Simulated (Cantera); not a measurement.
A diamond (100) surface in a fixed gas of H2 with x(CH4) = 0.0031, x(H) = 0.00059, x(CH3) = 0.00084, at 1325 K; coverages are run to steady state.

Detailed kinetics in Cantera: the Harris–Goodwin 1993 mechanism for the reconstructed diamond (100) surface.

θ: site fractions in the mechanism's names (c6HH fully hydrogenated, c6H* and c6*H radical sites, c6** diradical, c6HM methylated).

| P (Pa) | growth (µm/h) | θ c6HH | θ c6H* | θ c6*H | θ c6** | θ c6HM |
|---|---|---|---|---|---|---|
| 400 | … | 0.452 | 0.0465 | 0.477 | 0.0219 | 5.86e-5 |
| 730 | … | 0.453 | 0.0464 | 0.476 | 0.0215 | 0.000110 |
| 1300 | … | 0.453 | 0.0464 | 0.475 | 0.0211 | 0.000203 |
| 2400 | … | 0.452 | 0.0463 | 0.475 | 0.0206 | 0.000388 |
| 4300 | … | 0.452 | 0.0462 | 0.474 | 0.0201 | 0.000717 |
| 7700 | … | 0.451 | 0.0461 | 0.473 | 0.0197 | 0.00131 |
| 14000 | … | 0.450 | 0.0460 | 0.471 | 0.0194 | 0.00241 |
| 25000 | … | 0.449 | 0.0458 | 0.469 | 0.0192 | 0.00428 |

Q: What belongs in the gaps?

A: 
- 400, growth (µm/h): 0.0386
- 730, growth (µm/h): 0.112
- 1300, growth (µm/h): 0.295
- 2400, growth (µm/h): 0.757
- 4300, growth (µm/h): 1.72
- 7700, growth (µm/h): 3.72
- 14000, growth (µm/h): 8.00
- 25000, growth (µm/h): 16.9
